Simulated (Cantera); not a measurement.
**Silicon oxide and oxynitride deposition: SiH4 + O2**

Charge: 1 mol SiH4, 2.1 mol O2, held at 673 K and 10.0 mbar.

These are equilibrium values from Cantera (NASA tables, ideal gas, pure condensed phases), not measurements of a reactor. Candidate condensed phases: H2O, Si, SiO2; 18 gas species. The numbers say what is thermodynamically allowed, not how fast it happens.

| Property | Value |
|---|---|
| x(H2O) | 0.952 |
| x(O2) | 0.0476 |
| n(SiO2(α-quartz)) | 1.00 mol |
| gas amount | 2.100 mol |
| log10 activity of Si(s) (absent) | -57.85 |
